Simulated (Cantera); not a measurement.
A freely propagating, adiabatic, planar premixed flame of 7.60 % CH4, 1.06 % CO, 19.2 % O2, 72.2 % N2, equivalence ratio 0.82, unburnt at 375 K and 2400 Torr; mixture-averaged transport, grid criteria slope 0.08 and curve 0.16, no radiation.

Model: GRI-Mech 3.0 (53 species, 325 reactions), integrated in Cantera. Burning velocities carry a grid error of a few per cent, more on coarse grids.

Predict: laminar burning velocity; thermal thickness; peak x(C2H2); peak x(HCN).

laminar burning velocity: 27.7 cm/s
thermal thickness: 0.207 mm
peak x(C2H2): 3.56e-5
peak x(HCN): 6.34e-7
